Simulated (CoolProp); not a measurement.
Computed with CoolProp (reference Helmholtz-energy equation of state, Akasaka 2022).

### Question
For R1233zd(E), give the phase and the cp (kJ/(kg K)) at 176.85 °C and 0.0956 MPa; 176.85 °C and 0.272 MPa.

### Answer
- 176.85 °C and 0.0956 MPa: gas; cp 0.982
- 176.85 °C and 0.272 MPa: gas; cp 0.990
